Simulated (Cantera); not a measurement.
Charge: 1 mol HMDSO, 0.33 mol O3, 23 mol N2, at 96.0 Pa.

Method: chemical equilibrium by Gibbs-energy minimisation in Cantera with the NASA 1993 tables (ideal gas, pure condensed phases). Candidate condensed phases: C, C6H6, C7H8, C8H18, H2O, Si, SiC, SiO2, Si2N2O, Si3N4; 151 gas species. The feed counts by its element totals alone. Rates play no part.

### Question
At 1452 °C, list the 7 most abundant gas species with their mole fractions, and the condensed phases.

### Answer
N2 0.675, H2 0.262, CO 0.0582, H 0.00307, HCN 0.00176, SiO 0.000258, HNC 5.61e-5. Condensed: C(graphite) + SiC(s).
